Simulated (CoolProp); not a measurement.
Neopentane along the isotherm 438.3 K: fugacity coefficient from the reference equation and from simpler models built on Tc = 433.7 K, pc = 3.196 MPa, ω = 0.196; each cubic takes its own stable root.

Model: reference Helmholtz-energy equation of state, Lemmon 2006, in CoolProp. It is a short technical equation, of lower accuracy than the large ones.

```json
[
 {"p (MPa)": "3.2", "phase": "supercritical", "reference": "0.6773", "van der Waals": "0.7050", "Soave-Redlich-Kwong": "0.6799", "Peng-Robinson": "0.6566"},
 {"p (MPa)": "6.39", "phase": "supercritical", "reference": "0.4102", "van der Waals": "0.4534", "Soave-Redlich-Kwong": "0.4241", "Peng-Robinson": "0.4017"},
 {"p (MPa)": "9.59", "phase": "supercritical", "reference": "0.3181", "van der Waals": "0.3710", "Soave-Redlich-Kwong": "0.3340", "Peng-Robinson": "0.3111"},
 {"p (MPa)": "12.8", "phase": "supercritical", "reference": "0.2751", "van der Waals": "0.3369", "Soave-Redlich-Kwong": "0.2919", "Peng-Robinson": "0.2677"},
 {"p (MPa)": "16", "phase": "supercritical", "reference": "0.2526", "van der Waals": "0.3238", "Soave-Redlich-Kwong": "0.2699", "Peng-Robinson": "0.2440"},
 {"p (MPa)": "19.2", "phase": "supercritical", "reference": "0.2406", "van der Waals": "0.3222", "Soave-Redlich-Kwong": "0.2585", "Peng-Robinson": "0.2304"},
 {"p (MPa)": "22.4", "phase": "supercritical", "reference": "0.2349", "van der Waals": "0.3284", "Soave-Redlich-Kwong": "0.2535", "Peng-Robinson": "0.2229"},
 {"p (MPa)": "25.6", "phase": "supercritical", "reference": "0.2336", "van der Waals": "0.3405", "Soave-Redlich-Kwong": "0.2529", "Peng-Robinson": "0.2194"},
 {"p (MPa)": "28.8", "phase": "supercritical", "reference": "0.2354", "van der Waals": "0.3575", "Soave-Redlich-Kwong": "0.2555", "Peng-Robinson": "0.2188"},
 {"p (MPa)": "32", "phase": "supercritical", "reference": "0.2398", "van der Waals": "0.3791", "Soave-Redlich-Kwong": "0.2607", "Peng-Robinson": "0.2205"}
]
```
